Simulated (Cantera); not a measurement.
A closed system holds: 1 mol borazine, 9.4 mol O2, 180 mol H2, held at 1277 °C and 19.0 Pa.

These are equilibrium values from Cantera (NASA tables, ideal gas, pure condensed phases), not measurements of a reactor. Candidate condensed phases: B, BN, B2O3, B3O3H3, H2O; 39 gas species. The feed counts by its element totals alone. The numbers say what is thermodynamically allowed, not how fast it happens.

Base state: H2 0.905, H2O 0.0690, HBO2 0.0157, N2 0.00806, H 0.00217, HBO 0.000151, B2O3 0.000149 (mole fractions); condensed: gas only.

Question: What changes in the equilibrium state with this change: pressure from 19.0 Pa to 9200 Pa?

Answer: 
```
species    before     after
-------  --------  --------
H2          0.905     0.907
H2O        0.0690    0.0691
HBO2       0.0157    0.0157
H         0.00217   9.89e-5
HBO      0.000151  0.000152
B2O3     0.000149  0.000150
N2        0.00806   0.00806
```
Gases not in the tables: H3BO3.
